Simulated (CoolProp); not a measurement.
The fluid at 429.42 K and 6.93 MPa (liquid) is heated at constant pressure to 446 K. The same conditions are run with several fluids, on thermodynamics alone (safety and materials aside).

Values from CoolProp's reference Helmholtz-energy equation of state of each fluid (n-perfluorohexane: Gao 2022; n-nonane: Lemmon 2006; water: Wagner 2002; n-hexane: Thol 2019; ethylbenzene: Zhou 2012).

```
fluid              heat (kJ/kg)  final density (kg/m³)
-----------------  ------------  ---------------------
n-perfluorohexane          20.1                   1240
n-nonane                    [?]                    [?]
water                       [?]                    [?]
n-hexane                    [?]                    517
ethylbenzene               36.9                    [?]
```

Complete the blanks.


- n-nonane, heat (kJ/kg): 45.7
- n-nonane, final density (kg/m³): 604
- water, heat (kJ/kg): 71.7
- water, final density (kg/m³): 898
- n-hexane, heat (kJ/kg): 48.3
- ethylbenzene, final density (kg/m³): 736
